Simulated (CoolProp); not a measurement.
Vapour-liquid equilibrium of dimethyl carbonate (1) + n-octane (2) at 748 kPa; x and y are mole fractions of (1).

The numbers come from the multi-fluid Helmholtz-energy mixture model, Zhou 2011 and Beckmüller 2019; pair parameters Bell 2016 in CoolProp.

```
x     bubble temperature (K)  y at the bubble point  dew temperature at overall composition x (K)  liquid density (mol/L)
----  ----------------------  ---------------------  --------------------------------------------  ----------------------
0.05                   481.4                  0.154                                    (withheld)                   4.641
0.2                    462.9                  0.455                                    (withheld)              (withheld)
0.35                   452.8             (withheld)                                         469.7                   5.706
0.5                    447.2                  0.696                                         459.9              (withheld)
0.65              (withheld)                  0.764                                    (withheld)                   7.006
0.8                    442.0                  0.836                                         442.7              (withheld)
0.95                   441.6                  0.945                                         441.6                   9.015
```

Fill in the missing entries.


- 0.05, dew temperature at overall composition x (K): 487.2
- 0.2, dew temperature at overall composition x (K): 478.7
- 0.2, liquid density (mol/L): 5.176
- 0.35, y at the bubble point: 0.606
- 0.5, liquid density (mol/L): 6.297
- 0.65, bubble temperature (K): 443.9
- 0.65, dew temperature at overall composition x (K): 449.9
- 0.8, liquid density (mol/L): 7.893

y crosses x between x = 0.8 and 0.95: the model has an azeotrope there.

The pair parameters rest on a limited set of measurements; away from them the model extrapolates.
